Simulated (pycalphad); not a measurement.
Phase fractions of Al-5.45Si-1.77Cu (at.%)

CALPHAD calculation (pycalphad, COST 507 light-alloy database (1999)), 1 atm. The data set is of 1999 and partly superseded. The system is extrapolated from its subsystems; higher-order compounds may be missing. Phase fractions are per mole of atoms.

```
T (K)  LIQUID  FCC_A1  DIAMOND_A4  ALCU_THETA
-----  ------  ------  ----------  ----------
900     1.000       -           -           -
850     0.517   0.483           -           -
800     0.030   0.928       0.042           -
750         -   0.940       0.048       0.012
700         -   0.919       0.051       0.030
650         -   0.908       0.053       0.040
600         -   0.901       0.054       0.046
550         -   0.897       0.054       0.049
500         -   0.894       0.054       0.051
```

Database names, with the compositions (at.%) that they take in these runs: ALCU_THETA: Al 67 Cu 32. FCC_A1 is fcc; DIAMOND_A4 is diamond (Si).
